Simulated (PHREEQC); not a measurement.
Leach liquor

Make-up at 70 °C: 0.0029 mol HCl, 2.25e-05 mol Li2SO4 and 9.3e-05 mol NiSO4 per kg of water. Closed to the air; pH follows from the charge balance.

Model: ion-association model, wateq4f.dat, run in PHREEQC.

Precipitation was switched off in this run.

Q: What pH does the model give?

A: pH 2.57.

Q: In which forms is S present?

A: SO4-2 60 %, HSO4- 39 %, NiSO4 0.9 % of the S.

Constants without temperature data keep their 25 °C values here.
